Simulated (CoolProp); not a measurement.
Vapour-liquid equilibrium of isobutene (1) + n-butane (2) at 319.7 K; x and y are mole fractions of (1).

The numbers come from the multi-fluid Helmholtz-energy mixture model, Lemmon 2005 and Bücker 2006; pair parameters Bell 2016 in CoolProp.

```csv
x,bubble pressure (MPa),y at the bubble point,dew pressure at overall composition x (MPa),liquid density (mol/L)
0.05,0.4592,0.062,0.4580,9.432
0.2,0.4778,0.235,0.4741,?
0.35,0.4949,0.394,?,9.591
0.5,0.5108,0.544,0.5062,?
0.65,0.5258,0.686,?,9.765
0.8,0.5401,0.824,0.5376,9.857
0.95,0.5540,0.957,0.5533,9.952
```

### Question
Some entries are withheld; supply them.

### Answer

- 0.2, liquid density (mol/L): 9.509
- 0.35, dew pressure at overall composition x (MPa): 0.4902
- 0.5, liquid density (mol/L): 9.676
- 0.65, dew pressure at overall composition x (MPa): 0.5220

No azeotrope shows between x = 0.05 and 0.95.

Pair parameters are fitted to limited data, so mixtures are less certain than the pure fluids.
